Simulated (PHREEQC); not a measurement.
Dissolve 0.025 mol/kgw HF, 0.00029 mol/kgw NH4HF2 and 0.13 mol/kgw HCl at 85 °C. Closed to the air; pH follows from the charge balance.

All values are PHREEQC results (ion-association model, phreeqc.dat), not measurements.

Problem. The ionic strength comes out as 0.130 mol/kgw. What activity coefficients do Cl-, H+, NH4+, HF2-, F- get?

Solution. Cl- 0.72, H+ 0.80, NH4+ 0.69, HF2- 0.74, F- 0.71.

No solid was allowed to form. Constants without temperature data keep their 25 °C values here.
